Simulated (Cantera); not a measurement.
A freely propagating, adiabatic, planar premixed flame of 2.78 % C3H8, 20.4 % O2, 76.8 % N2, equivalence ratio 0.68, unburnt at 625 K and 0.110 bar; mixture-averaged transport, grid criteria slope 0.08 and curve 0.16, no radiation.

Computed with Cantera and GRI-Mech 3.0 (53 species, 325 reactions). GRI-Mech 3.0 was tuned for natural gas; its chemistry of propane as a main component is partial and can be far from experiment. Burning velocities carry a grid error of a few per cent, more on coarse grids.

### Question
Predict: laminar burning velocity; thermal thickness; peak x(H); peak x(CH2CO); peak x(CO); peak x(HCN).

### Answer
laminar burning velocity: 176 cm/s
thermal thickness: 2.32 mm
peak x(H): 0.0119
peak x(CH2CO): 0.000967
peak x(CO): 0.0506
peak x(HCN): 4.12e-7
